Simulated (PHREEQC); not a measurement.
**Acid mine or pickling water**

Model water analysis in mmol/kgw, 25 °C, pH 3.4, pe 10.6:

```json
[
 {"constituent": "Na", "mmol/kgw": "54"},
 {"constituent": "K", "mmol/kgw": "2.53"},
 {"constituent": "Ca", "mmol/kgw": "0.0148"},
 {"constituent": "Mg", "mmol/kgw": "15.3"},
 {"constituent": "Cl", "mmol/kgw": "25.7"},
 {"constituent": "S(6)", "mmol/kgw": "40.5"},
 {"constituent": "Al", "mmol/kgw": "8.54"},
 {"constituent": "Cu(2)", "mmol/kgw": "1.84"},
 {"constituent": "Sr", "mmol/kgw": "0.0537"},
 {"constituent": "Fe(3)", "mmol/kgw": "0.177"}
]
```

Cl is adjusted to close the charge balance.
Valence states are taken as typed.

Model: ion-association model, phreeqc.dat, run in PHREEQC.

```
Item                      Value
----------------  -------------
ionic strength    0.121 mol/kgw
density             1.003 g/cm³
total alkalinity   -1.15 meq/kg
```

```tsv
species	molality	activity	log γ
Na+	0.0520	0.0403	-0.111
Cl-	0.0368	0.0277	-0.123
SO4-2	0.0221	0.00773	-0.456
Mg+2	0.00909	0.00352	-0.412
MgSO4	0.00621	0.00639	0.012
AlSO4+	0.00594	0.00453	-0.117
K+	0.00240	0.00180	-0.125
NaSO4-	0.00201	0.00156	-0.110
Al(SO4)2-	0.00145	0.00111	-0.117
Al+3	0.00114	0.000186	-0.787
Cu+2	0.00114	0.000431	-0.421
CuSO4	0.000661	0.000680	0.012
H+	0.000487	0.000398	-0.087
HSO4-	0.000388	0.000299	-0.113
KSO4-	0.000126	9.79e-5	-0.110
FeSO4+	9.67e-5	7.45e-5	-0.113
```

This is a speciation only: nothing precipitates in the calculation. Examples of supersaturated solids here: Jarosite-K, Hematite (slow to form). Others may be too. Species that the database lacks are ignored.
